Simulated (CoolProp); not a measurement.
Vapour-liquid equilibrium of n-decane (1) + n-dodecane (2) at 73.5 kPa; x and y are mole fractions of (1).

The numbers come from the multi-fluid Helmholtz-energy mixture model, Lemmon 2006 and Lemmon 2004; pair parameters Bell 2016 in CoolProp.

```json
[
 {"x": "0.05", "bubble temperature (°C)": "200.2", "y at the bubble point": "0.117", "dew temperature at overall composition x (°C)": "202.0", "liquid density (mol/L)": "3.595"},
 {"x": "0.2", "bubble temperature (°C)": "191.8", "y at the bubble point": "0.399", "dew temperature at overall composition x (°C)": "197.9", "liquid density (mol/L)": "3.709"},
 {"x": "0.35", "bubble temperature (°C)": "184.3", "y at the bubble point": "0.600", "dew temperature at overall composition x (°C)": "193.4", "liquid density (mol/L)": "3.822"},
 {"x": "0.5", "bubble temperature (°C)": "177.8", "y at the bubble point": "0.743", "dew temperature at overall composition x (°C)": "188.2", "liquid density (mol/L)": "3.934"},
 {"x": "0.65", "bubble temperature (°C)": "172.3", "y at the bubble point": "0.846", "dew temperature at overall composition x (°C)": "182.2", "liquid density (mol/L)": "4.048"},
 {"x": "0.8", "bubble temperature (°C)": "167.5", "y at the bubble point": "0.923", "dew temperature at overall composition x (°C)": "174.9", "liquid density (mol/L)": "4.163"},
 {"x": "0.95", "bubble temperature (°C)": "163.2", "y at the bubble point": "0.983", "dew temperature at overall composition x (°C)": "165.6", "liquid density (mol/L)": "4.282"}
]
```

No azeotrope shows between x = 0.05 and 0.95.

The pair parameters rest on a limited set of measurements; away from them the model extrapolates.
